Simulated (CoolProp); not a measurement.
Vapour-liquid equilibrium of cyclohexane (1) + n-heptane (2) at 0.468 MPa; x and y are mole fractions of (1).

Values from CoolProp's multi-fluid Helmholtz-energy mixture model, Zhou 2014 and Span 2003; pair parameters Bell 2016.

```tsv
x	bubble temperature (°C)	y at the bubble point	dew temperature at overall composition x (°C)	liquid density (mol/L)
0.05	159.5	0.068	159.8	5.565
0.2	156.3	0.258	157.3	5.844
0.35	153.2	0.430	154.7	6.144
0.5	150.3	0.584	151.9	6.468
0.65	147.5	0.722	149.0	6.818
0.8	145.0	0.848	146.0	7.199
0.95	142.6	0.963	142.9	7.616
```

No azeotrope shows between x = 0.05 and 0.95.

The pair parameters rest on a limited set of measurements; away from them the model extrapolates.
